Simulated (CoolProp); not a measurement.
Vapour-liquid equilibrium of n-octane (1) + ethylbenzene (2) at 798 kPa; x and y are mole fractions of (1).

The numbers come from the multi-fluid Helmholtz-energy mixture model, Beckmüller 2019 and Zhou 2012; pair parameters Bell 2016 in CoolProp.

```tsv
x	bubble temperature (K)	y at the bubble point	dew temperature at overall composition x (K)	liquid density (mol/L)
0.05	506.3	0.066	506.6	6.009
0.125	504.5	0.158	505.1	5.854
0.2	502.9	0.243	503.7	5.703
0.275	501.5	0.324	502.3	5.558
0.35	500.2	0.400	501.0	5.418
0.425	499.1	0.473	499.8	5.283
0.5	498.0	0.544	498.7	5.154
0.575	497.1	0.613	497.6	5.029
0.65	496.3	0.681	496.7	4.909
0.725	495.6	0.749	495.8	4.793
0.8	495.0	0.816	495.1	4.682
0.875	494.4	0.884	494.5	4.575
0.95	494.0	0.953	494.0	4.472
```

No azeotrope shows between x = 0.05 and 0.95.

The pair parameters rest on a limited set of measurements; away from them the model extrapolates.
